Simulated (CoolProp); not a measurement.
Properties of methane along the isotherm 159.7 K (Tc = 190.6 K, pc = 4.599 MPa, ω = 0.011).

Computed with CoolProp (reference Helmholtz-energy equation of state, Setzmann 1991).

```
p (MPa)   phase  density (kg/m³)  expansivity (1/kK)  Prandtl number
-------  ------  ---------------  ------------------  --------------
5.75     liquid            349.6               5.805            1.71
11.5     liquid            362.3               4.638            1.63
17.2     liquid            372.1               3.975            1.59
23       liquid            380.3               3.526            1.57
28.7     liquid            387.3               3.204            1.56
34.5     liquid            393.7               2.952            1.56
40.2     liquid            399.3               2.753            1.56
46       liquid            404.5               2.587            1.56
```

Viscosity comes from a separate model (Quiñones-Cisneros 2006). Thermal conductivity comes from a separate model (Friend 1989).
